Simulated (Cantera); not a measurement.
An isothermal plug-flow reactor at 900 K and 473 Torr (inlet), inlet velocity 20 m/s, active area per volume 230 1/m; feed 0.612 % H₂, 2.69 % O₂, 96.7 % N₂, equivalence ratio 0.11.

Cantera simulation using Deutschmann's 1995 Pt surface mechanism with GRI-Mech 3.0 gas chemistry; the numbers are that mechanism's predictions, not measurements. Catalytic surfaces can have several steady states; this one follows from the mechanism file's or the stated starting coverage. Mass transfer to the wall is taken as infinitely fast.

x: gas mole fraction; θ: surface coverage.

| z (m) | x H₂ | x O₂ | x H₂O | θ free Pt | θ O* | θ OH* |
|---|---|---|---|---|---|---|
| 0.00012 | 0.00598 | 0.0269 | 0.000140 | 0.459 | 0.539 | 0.00166 |
| 0.00025 | 0.00584 | 0.0268 | 0.000285 | 0.449 | 0.549 | 0.00166 |
| 0.00054 | 0.00553 | 0.0266 | 0.000587 | 0.430 | 0.569 | 0.00166 |
| 0.0012 | ? | 0.0264 | 0.00118 | 0.392 | 0.607 | 0.00165 |
| 0.0025 | ? | 0.0259 | 0.00206 | 0.337 | 0.661 | 0.00164 |
| 0.0054 | ? | 0.0253 | 0.00330 | 0.270 | 0.728 | 0.00162 |
| 0.012 | ? | 0.0247 | 0.00466 | 0.216 | 0.782 | 0.00159 |

Problem. Fill in the missing entries.

Solution. 
- 0.0012, x H₂: 0.00495
- 0.0025, x H₂: 0.00407
- 0.0054, x H₂: 0.00283
- 0.012, x H₂: 0.00147
